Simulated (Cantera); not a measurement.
Input (Python, Cantera) and output of one run.

```python
import numpy as np
import cantera as ct

gas_names = """
    F OH HF
""".split()
cond_names = """
    Cu(cr) Cu(L) Cu2O(s) Cu2O(L)
""".split()


# ... load() reads the species with a 1 bar reference pressure and builds the phases ...
species = {s.name: s for s in load("nasa_gas.yaml", gas_names) + load("nasa_condensed.yaml", cond_names)}
# Each term lists the table entries of one substance; the one whose range holds T is used.
reactions = {
    'F(g) + 2 Cu + OH(g) = HF(g) + Cu2O':
        [(-1, ['F']), (-2, ['Cu(cr)', 'Cu(L)']), (-1, ['OH']), (1, ['HF']), (1, ['Cu2O(s)', 'Cu2O(L)'])],
}


def pick(names, T):
    return next(species[n] for n in names if species[n].thermo.min_temp <= T <= species[n].thermo.max_temp)


results = []
for label, terms in reactions.items():
    print(label)
    print("     T/K   dH/kJ  dS/(J/K)   dG/kJ   log10 K")
    for T in [698, 798, 898, 998, 1098, 1198]:
        used = [(nu, pick(names, T)) for nu, names in terms]
        dH = sum(nu * s.thermo.h(T) for nu, s in used) / 1e6
        dS = sum(nu * s.thermo.s(T) for nu, s in used) / 1e3
        dG = dH - T * dS / 1e3
        logK = -dG * 1e6 / (ct.gas_constant * T * np.log(10))
        results.append((label, T, dH, dS, dG, logK, [s.name for _, s in used]))
        print(f"{T:8g} {dH:8.1f} {dS:8.1f} {dG:8.1f} {logK:8.2f}")
```

Result:

```
F(g) + 2 Cu + OH(g) = HF(g) + Cu2O
     T/K   dH/kJ  dS/(J/K)   dG/kJ   log10 K
     698   -563.6   -146.6   -461.3    34.52
     798   -563.5   -146.5   -446.6    29.23
     898   -563.4   -146.4   -432.0    25.13
     998   -563.2   -146.2   -417.3    21.84
    1098   -563.0   -146.0   -402.7    19.16
    1198   -562.7   -145.7   -388.1    16.92
```

Standard-state values (1 bar) from the NASA 1993 polynomials, evaluated with Cantera. Condensed species are held in their standard states even where they would react or evaporate.
